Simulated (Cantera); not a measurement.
Input (Python, Cantera) and output of one run.

```python
import numpy as np
import cantera as ct

gas_names = """
    AL ALCL ALCL2 ALCL3 ALN AL2 AL2CL6 CL CL2 N N2
""".split()
cond_names = """
    AL(cr) AL(L) ALCL3(s) ALCL3(L) ALN(s)
""".split()


# ... load() reads the species with a 1 bar reference pressure and builds the phases ...
atoms = {
    'AlN': {'AL': 1, 'N': 1},
    'Cl2': {'CL': 2},
    'N2': {'N': 2},
}
top_T = {'ALN(s)': 2750}  # K; cautious upper limits of use, not melting points


# ... equilibrate(T, P, feed) seeds the gas with the atoms and calls Mixture.equilibrate('TP', solver="vcs", rtol=1e-11, max_steps=5000) ...
results = []
feed = {'AlN': 1, 'Cl2': 2, 'N2': 2.2}  # mol
P = 7.1  # Pa
for T in [775, 825, 875, 925, 975, 1025, 1075, 1125, 1175, 1225, 1275, 1325, 1375]:
    mix = equilibrate(T, P, feed)
    results.append((T, P, feed, dict(zip(mix.species_names, mix.species_moles))))
    x = sorted(zip(gas.X, gas.species_names), reverse=True)
    print(f"T = {T:g} K  P = {P:g} Pa  gas = {mix.phase_moles(0):.4g} mol")
    print("   x: " + "  ".join(f"{s} {v:.3e}" for v, s in x if v > 1e-05))
    print("   condensed (mol): " + ("  ".join(f"{mix.phase(i).name} {mix.phase_moles(i):.4g}"
          for i in range(1, mix.n_phases) if mix.phase_moles(i) > 1e-12) or "none"))
```

Result:

```
T = 775 K  P = 7.1 Pa  gas = 4.2 mol
   x: N2 6.428e-01  ALCL3 2.380e-01  CL2 1.189e-01  CL 2.102e-04  AL2CL6 2.388e-05
   condensed (mol): none
T = 825 K  P = 7.1 Pa  gas = 4.201 mol
   x: N2 6.426e-01  ALCL3 2.380e-01  CL2 1.187e-01  CL 6.715e-04
   condensed (mol): none
T = 875 K  P = 7.1 Pa  gas = 4.204 mol
   x: N2 6.423e-01  ALCL3 2.379e-01  CL2 1.180e-01  CL 1.878e-03
   condensed (mol): none
T = 925 K  P = 7.1 Pa  gas = 4.21 mol
   x: N2 6.414e-01  ALCL3 2.375e-01  CL2 1.164e-01  CL 4.685e-03
   condensed (mol): none
T = 975 K  P = 7.1 Pa  gas = 4.222 mol
   x: N2 6.395e-01  ALCL3 2.368e-01  CL2 1.131e-01  CL 1.057e-02
   condensed (mol): none
T = 1025 K  P = 7.1 Pa  gas = 4.246 mol
   x: N2 6.359e-01  ALCL3 2.355e-01  CL2 1.069e-01  CL 2.171e-02
   condensed (mol): none
T = 1075 K  P = 7.1 Pa  gas = 4.287 mol
   x: N2 6.298e-01  ALCL3 2.333e-01  CL2 9.630e-02  CL 4.065e-02
   condensed (mol): none
T = 1125 K  P = 7.1 Pa  gas = 4.35 mol
   x: N2 6.207e-01  ALCL3 2.299e-01  CL2 8.041e-02  CL 6.905e-02
   condensed (mol): none
T = 1175 K  P = 7.1 Pa  gas = 4.434 mol
   x: N2 6.090e-01  ALCL3 2.256e-01  CL 1.053e-01  CL2 6.011e-02
   condensed (mol): none
T = 1225 K  P = 7.1 Pa  gas = 4.524 mol
   x: N2 5.969e-01  ALCL3 2.211e-01  CL 1.431e-01  CL2 3.900e-02
   condensed (mol): none
T = 1275 K  P = 7.1 Pa  gas = 4.599 mol
   x: N2 5.871e-01  ALCL3 2.174e-01  CL 1.736e-01  CL2 2.191e-02
   condensed (mol): none
T = 1325 K  P = 7.1 Pa  gas = 4.648 mol
   x: N2 5.808e-01  ALCL3 2.151e-01  CL 1.930e-01  CL2 1.109e-02
   condensed (mol): none
T = 1375 K  P = 7.1 Pa  gas = 4.675 mol
   x: N2 5.775e-01  ALCL3 2.139e-01  CL 2.032e-01  CL2 5.370e-03  ALCL2 2.062e-05
   condensed (mol): none
```

Cantera equilibrium calculation (NASA polynomials, part measured and part estimated; ideal gas, pure solids and liquids). The tables' values for AlCl2 are old estimates; treat these amounts as uncertain.
